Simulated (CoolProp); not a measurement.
Toluene along the isobar 0.134 MPa: Z from the reference equation and from simpler models built on Tc = 591.7 K, pc = 4.126 MPa, ω = 0.266; each cubic takes its own stable root.

Values from CoolProp's reference Helmholtz-energy equation of state, Lemmon 2006. It is a short technical equation, of lower accuracy than the large ones.

| T (K) | phase | reference | van der Waals | Soave-Redlich-Kwong | Peng-Robinson |
|---|---|---|---|---|---|
| 226.6 | liquid | 0.007057 | 0.01219 | 0.008083 | 0.007211 |
| 233 | liquid | 0.006908 | 0.01191 | 0.007895 | 0.007040 |
| 239.3 | liquid | 0.006769 | 0.01166 | 0.007720 | 0.006883 |
| 245.6 | liquid | 0.006638 | 0.01142 | 0.007555 | 0.006734 |
| 252 | liquid | 0.006511 | 0.01119 | ? | ? |
| 258.3 | liquid | ? | 0.01097 | 0.007251 | 0.006459 |
| 264.6 | liquid | 0.006282 | 0.01077 | 0.007112 | 0.006333 |
| 271 | liquid | 0.006175 | 0.01057 | 0.006979 | 0.006213 |
| 277.3 | liquid | 0.006074 | 0.01039 | 0.006855 | 0.006100 |
| 283.6 | liquid | ? | 0.01022 | 0.006738 | 0.005994 |
| 290 | liquid | 0.005887 | 0.01005 | 0.006625 | 0.005892 |
| 296.3 | liquid | 0.005801 | 0.009896 | 0.006520 | 0.005796 |
| 302.6 | liquid | 0.005719 | 0.009749 | 0.006421 | 0.005706 |
| 308.9 | liquid | 0.005641 | 0.9556 | 0.006326 | 0.005621 |

**Question.** Some entries are withheld; supply them.

**Answer.** 
- 252, Soave-Redlich-Kwong: 0.007398
- 252, Peng-Robinson: 0.006591
- 258.3, reference: 0.006394
- 283.6, reference: 0.005979

At some of these states van der Waals gives the other phase, because its saturation line lies elsewhere.
